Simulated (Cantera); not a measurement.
An isothermal, constant-pressure homogeneous reactor starts with C2H6 : H2 = 1 : 20 (molar parts), at 1600 K and 1.00 atm.

Model: GRI-Mech 3.0 (53 species, 325 reactions), integrated in Cantera. GRI-Mech 3.0 stops at C3 and has no aromatics, soot or wall deposition, so with more carbon than oxygen in the feed, carbon stays in small species such as C2H2 where larger ones or solid carbon would form.

One state of this run: x C2H6 = 9.23e-6; x H2 = 0.934; x H = 5.26e-5; x CH4 = 0.0419; x C2H4 = 0.00231. x: mole fraction; the columns are a selection and need not sum to one.

Q: Which value of t (s) does it belong to?
A) 50.0
B) 1.00e-5
C) 6.88e-5
D) 0.00325

A: A, 50.0
